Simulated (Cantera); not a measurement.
# Ignition delay

Mixture: 5.85 % CH₄, 19.8 % O₂, 74.3 % N₂, equivalence ratio 0.59, at 248 Torr, adiabatic and at constant pressure. Ignition delay is the time to a rise of 400 K.

Cantera simulation using GRI-Mech 3.0 (53 species, 325 reactions); the numbers are that mechanism's predictions, not measurements.

```csv
T0 (K),delay (ms)
1273,29.4
1348,11.3
1423,4.94
1498,2.44
1573,1.33
1648,0.776
1723,0.480
1798,0.311
1873,0.209
```

```
Item                                                     Value
--------------------------------------------------  ----------
apparent activation energy between 1723 and 1873 K  150 kJ/mol
```
